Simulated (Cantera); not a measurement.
Ignition delay

Mixture: C3H8 : O2 : N2 : H2O = 1 : 3.57 : 13.4 : 1.1 (molar parts), equivalence ratio 1.4, at 5.00 bar, adiabatic and at constant pressure. Ignition delay is the time to a rise of 400 K.

Detailed kinetics in Cantera: GRI-Mech 3.0 (53 species, 325 reactions). GRI-Mech 3.0 was tuned for natural gas; its chemistry of propane as a main component is partial and can be far from experiment.

| T0 (K) | delay (ms) |
|---|---|
| 1050 | 55.7 |
| 1100 | 20.5 |
| 1150 | 7.57 |
| 1200 | 2.88 |
| 1250 | 1.15 |
| 1300 | 0.488 |
| 1350 | 0.223 |
| 1400 | 0.110 |
| 1450 | 0.0585 |

```
Property                                                 Value
--------------------------------------------------  ----------
apparent activation energy between 1350 and 1450 K  220 kJ/mol
```
